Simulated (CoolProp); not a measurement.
c-C4F8 (RC318) along the isobar 0.361 MPa: Z from the reference equation and from simpler models built on Tc = 388.4 K, pc = 2.778 MPa, ω = 0.355; each cubic takes its own stable root.

Values from CoolProp's reference Helmholtz-energy equation of state, Platzer 1990. This equation is an older, rougher fit.

```csv
T (K),phase,reference,van der Waals,Peng-Robinson
354.5,gas,0.9383,0.9498,0.9312
366.6,gas,0.9454,0.9539,0.9385
378.8,gas,0.9515,0.9575,0.9450
390.9,gas,0.9568,0.9608,0.9506
403,gas,0.9613,0.9637,0.9556
415.1,gas,0.9653,0.9663,0.9600
427.3,gas,0.9688,0.9687,0.9639
439.4,gas,0.9719,0.9709,0.9674
451.5,gas,0.9747,0.9729,0.9705
463.6,gas,0.9772,0.9747,0.9733
475.8,gas,0.9794,0.9764,0.9758
487.9,gas,0.9814,0.9779,0.9781
500,gas,0.9831,0.9793,0.9802
```
